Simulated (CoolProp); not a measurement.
A simple Rankine cycle with 1,2-dichloroethane: condensing at 318.15 K, boiler at 1.99 MPa, turbine inlet 499 K, turbine efficiency 0.8, pump efficiency 0.7, no recuperator. Each further row changes one setting.

Computed with CoolProp (reference Helmholtz-energy equation of state, Thol 2015).

```csv
case,thermal efficiency (%),net work (kJ/kg),heat in (kJ/kg),turbine exit temperature (K),volume ratio over the turbine
as stated,22.1,106,479,351.0,71.9
condensing temperature 310.15 K,23.1,113,489,342.6,98.6
boiler pressure 1.39 MPa,21.0,103,492,368.4,47.4
turbine efficiency 0.7,19.3,92.3,479,366.2,75.1
```
